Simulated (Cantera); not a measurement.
Carbon deposition, reforming and gasification: C3H8 + O2 + H2

A closed system holds: 1 mol C3H8, 0.011 mol O2, 77 mol H2, at 10.0 Torr.

Method: chemical equilibrium by Gibbs-energy minimisation in Cantera with the NASA 1993 tables (ideal gas, pure condensed phases). Candidate condensed phases: C, C6H6, C7H8, C8H18, H2O; 110 gas species. Equilibrium is a limit: real reactors are often held back by kinetics, nucleation or transport.

| T (°C) | x H2 | x H | x C2H2 (acetylene) | x CO | x CH4 | n C(graphite) |
|---|---|---|---|---|---|---|
| 1400 | 0.999 | 0.000986 | 5.69e-5 | 0.000271 | 1.61e-5 | 2.97 |
| 1450 | 0.998 | 0.00158 | 9.03e-5 | 0.000271 | 1.34e-5 | 2.96 |
| 1500 | 0.997 | 0.00246 | 0.000140 | 0.000271 | 1.12e-5 | 2.95 |
| 1550 | 0.996 | 0.00374 | 0.000210 | 0.000271 | 9.43e-6 | 2.94 |
| 1600 | 0.994 | 0.00557 | 0.000310 | 0.000271 | 8.03e-6 | 2.93 |
| 1650 | 0.991 | 0.00812 | 0.000447 | 0.000270 | 6.88e-6 | 2.90 |
| 1700 | 0.987 | 0.0116 | 0.000633 | 0.000270 | 5.93e-6 | 2.87 |
| 1750 | 0.983 | 0.0163 | 0.000878 | 0.000269 | 5.14e-6 | 2.83 |
| 1800 | 0.976 | 0.0225 | 0.00120 | 0.000268 | 4.47e-6 | 2.78 |
| 1850 | 0.968 | 0.0306 | 0.00160 | 0.000267 | 3.90e-6 | 2.71 |
x: gas mole fraction; n: condensed amount in mol.

From 1400 °C to 1850 °C the condensed part is C(graphite). The main C-bearing gas is CO at 1400 °C and C2H2 (acetylene) at 1850 °C. The share of C in condensed phases is highest at 1400 °C (98.9 %) and lowest at 1850 °C (90.4 %).
